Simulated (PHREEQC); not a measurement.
Solution A (0.046 mol H2SO4 and 0.00015 mol CO2 per kg of water) is mixed with solution B (0.0059 mol HF and 0.13 mol (CH3)4NF per kg of water) at 23 °C; shares are by mass of water, 1 kg in all. O2 is buffered at 0.21 atm. No CO2 enters from the air. No solid was allowed to form.

Equilibrium calculation in PHREEQC: ion-association model, wateq4f.dat.

```tsv
share of solution B	pH	F- (mol/kgw)	HSO4- (mol/kgw)
0	1.30	0	0.0325
0.05	1.36	0.000133	0.0296
0.15	1.52	0.000530	0.0233
0.2	1.62	0.000857	0.0198
0.25	1.74	0.00136	[?]
0.35	2.08	[?]	[?]
0.4	2.31	0.00689	0.00520
0.45	2.56	0.0123	0.00288
0.55	2.98	0.0287	[?]
0.6	3.15	0.0383	0.000574
0.65	3.30	0.0484	0.000355
0.75	3.58	0.0697	0.000131
0.8	3.72	0.0808	[?]
0.85	[?]	[?]	3.94e-5
0.95	4.25	0.116	5.44e-6
1	4.54	0.128	0
```

Complete the blanks.


- 0.25, HSO4- (mol/kgw): 0.0162
- 0.35, F- (mol/kgw): 0.00380
- 0.35, HSO4- (mol/kgw): 0.00856
- 0.55, HSO4- (mol/kgw): 0.000945
- 0.8, HSO4- (mol/kgw): 7.50e-5
- 0.85, pH: 3.87
- 0.85, F- (mol/kgw): 0.0923

Complexes and solids missing from the database can't appear. (CH3)4N+ isn't in the database: it is added as a free cation with an ion size of 4 Å. wateq4f.dat counts part of the HF as a dimer, H2F2, which phreeqc.dat doesn't know; its constant is uncertain.
